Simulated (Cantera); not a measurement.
## Ignition delay

Mixture: 9.34 % CH4, 19.0 % O2, 71.6 % N2, at 3.30 bar, adiabatic and at constant pressure. Ignition delay is the time to a rise of 400 K.

Model: GRI-Mech 3.0 (53 species, 325 reactions), integrated in Cantera.

```csv
T0 (K),delay (ms)
1048,134
1123,43.8
1198,15.5
1273,5.91
1348,2.40
1423,1.04
1498,0.475
```

```yaml
apparent activation energy between 1348 and 1498 K: 180 kJ/mol
```
